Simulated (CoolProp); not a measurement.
cis-2-butene at 288.79 K and 0.112 MPa is throttled through a valve to 0.0517 MPa with no heat exchange. Each further row changes one setting.

Computed with CoolProp (reference Helmholtz-energy equation of state, Lemmon 2005). It is a short technical equation, of lower accuracy than the large ones.

| case | temperature change (K) | final density (kg/m³) |
|---|---|---|
| as stated | -2.3 | 1.24 |
| outlet pressure 0.0155 MPa | -3.7 | 0.369 |
| outlet pressure 0.0672 MPa | -1.7 | 1.62 |
